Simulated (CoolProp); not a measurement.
Vapour-liquid equilibrium of R1234ze(E) (1) + R227EA (2) at 749 kPa; x and y are mole fractions of (1).

Computed with CoolProp (multi-fluid Helmholtz-energy mixture model, Thol 2016 and Lemmon 2016; pair parameters Bell 2023).

```
x     bubble temperature (°C)  y at the bubble point  dew temperature at overall composition x (°C)  liquid density (mol/L)
----  -----------------------  ---------------------  ---------------------------------------------  ----------------------
0.05                     42.1                  0.056                                           42.1                   7.787
0.2                      41.2                  0.217                                           41.3                   8.050
0.35                     40.5                  0.371                                           40.6                   8.328
0.5                      40.0                  0.518                                           40.1                   8.624
0.65                     39.6                  0.662                                           39.6                   8.940
0.8                      39.3                  0.805                                           39.3                   9.280
0.95                     39.2                  0.950                                           39.2                   9.645
```

No azeotrope shows between x = 0.05 and 0.95.

The pair parameters rest on a limited set of measurements; away from them the model extrapolates.
